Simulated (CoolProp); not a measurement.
Propylene glycol along the isotherm 346.85 °C: density (kg/m³) from the reference equation and from simpler models built on Tc = 400.8 °C, pc = 7.292 MPa, ω = 0.327; each cubic takes its own stable root.

Model: reference Helmholtz-energy equation of state, Eisenbach 2021, in CoolProp.

```tsv
p (MPa)	phase	reference
3.65	liquid	670.2
7.29	liquid	689.1
10.9	liquid	704.1
14.6	liquid	717.0
18.2	liquid	727.9
21.9	liquid	738.0
25.5	liquid	746.8
29.2	liquid	755.0
32.8	liquid	762.5
36.5	liquid	769.6
```

### Question
How far does each simpler model (Soave-Redlich-Kwong, Peng-Robinson) lie from the reference over these 10 states: mean and median of the absolute difference, and the worst?

### Answer
- Soave-Redlich-Kwong: mean 11.9 %, median 3.2 %, worst -88.7 % at 346.85 °C and 3.65 MPa
- Peng-Robinson: mean 16.4 %, median 9.4 %, worst -88.4 % at 346.85 °C and 3.65 MPa

At some of these states Soave-Redlich-Kwong, Peng-Robinson gives the other phase, because its saturation line lies elsewhere.
